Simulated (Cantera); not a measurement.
A perfectly stirred reactor is fed with CO : H2 : CH4 : O2 : N2 : H2O = 1 : 1.3 : 0.29 : 1.92 : 7.23 : 2.5 (molar parts), at 2.40 bar; it is adiabatic with a 775 K inlet, and is followed from long to short residence time, starting on the burning branch (τ in s: 0.067, 0.024, 0.009, 0.0033, 0.0012, 0.00044, 0.00016, 5.9e-05, 2.2e-05).

Cantera simulation using GRI-Mech 3.0 (53 species, 325 reactions); the numbers are that mechanism's predictions, not measurements.

x: mole fraction; the columns are a selection and need not sum to one.

```csv
τ (s),T (K),x CO,x H2,x CH4,x CH2O,x CO2
0.067,2256,0.00456,0.00290,5.23e-7,…,0.0935
0.024,2253,0.00495,0.00314,1.37e-6,…,0.0930
0.0090,2242,0.00585,0.00368,3.23e-6,…,0.0920
0.0033,2218,0.00770,0.00485,7.14e-6,…,0.0900
0.0012,2175,0.0109,0.00692,1.48e-5,…,0.0865
0.00044,2109,0.0153,0.00994,3.04e-5,…,0.0815
0.00016,2019,0.0212,0.0138,6.63e-5,…,0.0748
5.9e-5,1900,0.0295,0.0180,0.000163,…,0.0655
2.2e-5,1740,0.0444,0.0220,0.000532,…,0.0490
```

### Question
Some entries are withheld; supply them.

### Answer

- 0.067, x CH2O: 8.66e-8
- 0.024, x CH2O: 2.29e-7
- 0.0090, x CH2O: 5.48e-7
- 0.0033, x CH2O: 1.22e-6
- 0.0012, x CH2O: 2.49e-6
- 0.00044, x CH2O: 4.77e-6
- 0.00016, x CH2O: 9.20e-6
- 5.9e-5, x CH2O: 1.88e-5
- 2.2e-5, x CH2O: 4.66e-5
